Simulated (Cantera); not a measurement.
What does this Cantera script print?

```python
import numpy as np
import cantera as ct

surf = ct.Interface("ptcombust.yaml", "Pt_surf")
gas = surf.adjacent["gas"]
gas.TPX = 900, 300000, {'CO': 0.0054, 'O2': 0.046, 'N2': 0.79, 'H2O': 0.016}
surf.TP = 900, 300000
reactor = ct.FlowReactor(gas, clone=False)
reactor.area = 0.0001  # m2
reactor.surface_area_to_volume_ratio = 120  # 1/m
reactor.mass_flow_rate = 0.071 * reactor.area * gas.density  # inlet velocity 0.071 m/s
reactor.energy_enabled = False
wall = ct.ReactorSurface(surf, reactor, clone=False)
net = ct.ReactorNet([reactor])
net.rtol, net.atol = 1e-8, 1e-16
show, cover = ['CO', 'O2', 'H2O', 'CO2'], ['PT(S)', 'H(S)', 'O(S)', 'OH(S)', 'CO(S)', 'C(S)']

rows = []
print(f"{'z/m':>9s}{'u/(m/s)':>9s}" + "".join(f"{s:>13s}" for s in show + cover))
for z in [5.6e-05, 9.3e-05, 0.00016, 0.00026, 0.00043, 0.00072, 0.0012, 0.002, 0.0034, 0.0056]:
    net.advance(z)
    rows.append([reactor.speed, *gas[show].X, *surf[cover].coverages])
    print(f"{z:9.4g}{rows[-1][0]:9.3g}" + "".join(f"{x:13.4e}" for x in rows[-1][1:]))
```

Result:

```
      z/m  u/(m/s)           CO           O2          H2O          CO2        PT(S)         H(S)         O(S)        OH(S)        CO(S)         C(S)
  5.6e-05   0.0708   1.6676e-03   5.1453e-02   1.8704e-02   4.6452e-03   1.1749e-01   1.6483e-07   8.7587e-01   5.0368e-03   1.5982e-03   5.3560e-15
  9.3e-05   0.0708   1.2869e-03   5.1272e-02   1.8708e-02   5.0271e-03   1.0726e-01   1.4291e-07   8.8687e-01   4.8433e-03   1.0161e-03   3.0705e-15
  0.00016   0.0708   8.6598e-04   5.1072e-02   1.8712e-02   5.4493e-03   9.9060e-02   1.2622e-07   8.9567e-01   4.6780e-03   5.7785e-04   1.5968e-15
  0.00026   0.0708   5.1563e-04   5.0906e-02   1.8715e-02   5.8007e-03   9.3737e-02   1.1583e-07   9.0138e-01   4.5654e-03   3.0626e-04   7.9574e-16
  0.00043   0.0708   2.3108e-04   5.0771e-02   1.8718e-02   6.0862e-03   9.0101e-02   1.0893e-07   9.0528e-01   4.4860e-03   1.2630e-04   3.1408e-16
  0.00072   0.0708   6.3579e-05   5.0691e-02   1.8719e-02   6.2542e-03   8.8185e-02   1.0536e-07   9.0733e-01   4.4432e-03   3.3218e-05   8.0664e-17
   0.0012   0.0708   7.9278e-06   5.0665e-02   1.8720e-02   6.3101e-03   8.7580e-02   1.0424e-07   9.0798e-01   4.4296e-03   4.0827e-06   9.8389e-18
    0.002   0.0708   2.5187e-07   5.0661e-02   1.8720e-02   6.3178e-03   8.7498e-02   1.0409e-07   9.0806e-01   4.4278e-03   1.2945e-07   3.1164e-19
   0.0034   0.0708   6.0407e-10   5.0661e-02   1.8720e-02   6.3180e-03   8.7495e-02   1.0408e-07   9.0807e-01   4.4277e-03   3.1045e-10   7.4736e-22
   0.0056   0.0708   4.8452e-14   5.0661e-02   1.8720e-02   6.3180e-03   8.7495e-02   1.0408e-07   9.0807e-01   4.4277e-03   2.4901e-14   5.9946e-26
```

Detailed kinetics in Cantera: Deutschmann's 1995 Pt surface mechanism with GRI-Mech 3.0 gas chemistry. Catalytic surfaces can have several steady states; this one follows from the mechanism file's or the stated starting coverage. Mass transfer to the wall is taken as infinitely fast.
